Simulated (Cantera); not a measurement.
Cantera run:

```python
import numpy as np
import cantera as ct

gas_names = """
    O2 N2
""".split()
cond_names = """
    V(cr) VN(s) VO(s) V2O3(s) V2O4(II) V2O5(L)
""".split()


# ... load() reads the species with a 1 bar reference pressure and builds the phases ...
species = {s.name: s for s in load("nasa_gas.yaml", gas_names) + load("nasa_condensed.yaml", cond_names)}
T = 1450
g = {n: (s.thermo.h(T) - T * s.thermo.s(T)) / (ct.gas_constant * T * np.log(10)) for n, s in species.items()}
valid = cond_names  # the entries whose range holds T


def stable(la, lb):
    # potentials (over RT ln 10) of the two non-metals from log10 p(O2) and log10 p(N2) in bar
    mu = {}
    mu["O"] = (g["O2"] + la) / 2
    mu["N"] = (g["N2"] + lb) / 2
    cost = {}
    for n in valid:
        c = species[n].composition
        cost[n] = (g[n] - sum(c.get(e, 0) * m for e, m in mu.items())) / c["V"]
    return min(cost, key=cost.get)


results = []
for lb in [0, -1.3, -2.7, -4, -5.3, -6.7, -8, -9.3, -10.7, -12, -13.3, -14.7, -16]:
    row = [stable(la, lb) for la in [-14, -13.3, -12.5, -11.8, -11.1, -10.3, -9.6, -8.8, -8.1, -7.4, -6.6, -5.9, -5.2, -4.4, -3.7, -2.9, -2.2, -1.5, -0.7, 0]]
    results.append(row)
    print(f"{lb:6.1f}  " + " ".join(f"{valid.index(n):x}" for n in row))
print("key: " + ", ".join(f"{i:x} {n}" for i, n in enumerate(valid)))
```

Result:

```
   0.0  3 3 3 3 3 3 3 3 3 3 4 4 4 4 4 4 4 5 5 5
  -1.3  3 3 3 3 3 3 3 3 3 3 4 4 4 4 4 4 4 5 5 5
  -2.7  3 3 3 3 3 3 3 3 3 3 4 4 4 4 4 4 4 5 5 5
  -4.0  3 3 3 3 3 3 3 3 3 3 4 4 4 4 4 4 4 5 5 5
  -5.3  3 3 3 3 3 3 3 3 3 3 4 4 4 4 4 4 4 5 5 5
  -6.7  3 3 3 3 3 3 3 3 3 3 4 4 4 4 4 4 4 5 5 5
  -8.0  3 3 3 3 3 3 3 3 3 3 4 4 4 4 4 4 4 5 5 5
  -9.3  3 3 3 3 3 3 3 3 3 3 4 4 4 4 4 4 4 5 5 5
 -10.7  3 3 3 3 3 3 3 3 3 3 4 4 4 4 4 4 4 5 5 5
 -12.0  3 3 3 3 3 3 3 3 3 3 4 4 4 4 4 4 4 5 5 5
 -13.3  3 3 3 3 3 3 3 3 3 3 4 4 4 4 4 4 4 5 5 5
 -14.7  3 3 3 3 3 3 3 3 3 3 4 4 4 4 4 4 4 5 5 5
 -16.0  3 3 3 3 3 3 3 3 3 3 4 4 4 4 4 4 4 5 5 5
key: 0 V(cr), 1 VN(s), 2 VO(s), 3 V2O3(s), 4 V2O4(II), 5 V2O5(L)
```

Standard-state values (1 bar) from the NASA 1993 polynomials, evaluated with Cantera. VN, VO: taken at fixed stoichiometry. Not in the tables: V3O5 to V6O13, V2N.
